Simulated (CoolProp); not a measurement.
Ethanol along the isotherm 471.8 K: density (kg/m³) from the reference equation and from simpler models built on Tc = 514.7 K, pc = 6.268 MPa, ω = 0.644; each cubic takes its own stable root.

The numbers come from the reference Helmholtz-energy equation of state, Schroeder 2014 in CoolProp.

```
p (MPa)   phase  reference  Soave-Redlich-Kwong  Peng-Robinson
-------  ------  ---------  -------------------  -------------
0.196       gas      2.335                2.337          2.340
0.392       gas      4.742                4.749          4.761
0.588       gas      7.226                  ___          7.271
0.783       gas      9.783                9.809          9.862
0.979       gas      12.45                12.49            ___
1.18        gas      15.29                15.34          15.47
1.37        gas      18.09                18.16          18.34
1.57        gas      21.17                  ___          21.51
1.76        gas        ___                24.35          24.68
1.96        gas      27.68                  ___          28.20
2.15        gas      31.14                31.24          31.77
2.35        gas      35.03                35.11          35.77
2.55        gas      39.26                39.28            ___
2.74        gas      43.67                  ___          44.59
3.13     liquid      559.8                431.8          488.8
```

Problem. Some entries are withheld; supply them.

Solution. 
- 0.588, Soave-Redlich-Kwong: 7.241
- 0.979, Peng-Robinson: 12.57
- 1.57, Soave-Redlich-Kwong: 21.26
- 1.76, reference: 24.25
- 1.96, Soave-Redlich-Kwong: 27.78
- 2.55, Peng-Robinson: 40.11
- 2.74, Soave-Redlich-Kwong: 43.57
